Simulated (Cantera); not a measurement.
Mixture: C₃H₈ : O₂ : N₂ = 1 : 7.94 : 53.2 (molar parts), equivalence ratio 0.63, at 5.00 bar, adiabatic and at constant pressure. Ignition delay is the time to a rise of 400 K.

Computed with Cantera and GRI-Mech 3.0 (53 species, 325 reactions). GRI-Mech 3.0 was tuned for natural gas; its chemistry of propane as a main component is partial and can be far from experiment.

Q: What does this change do: pressure from 5.00 bar to 1.00 bar?

A: 
```csv
quantity,before,after
delay at 1250 K,1.40 ms,3.08 ms
delay at 1350 K,0.268 ms,0.589 ms
delay at 1450 K,70.6 µs,0.171 ms
delay at 1550 K,25.3 µs,79.8 µs
apparent activation energy between 1500 and 1600 K,180 kJ/mol,100 kJ/mol
```
Where the delays flatten at high temperature, the 400 K rule measures the pace of heat release, not the induction time.
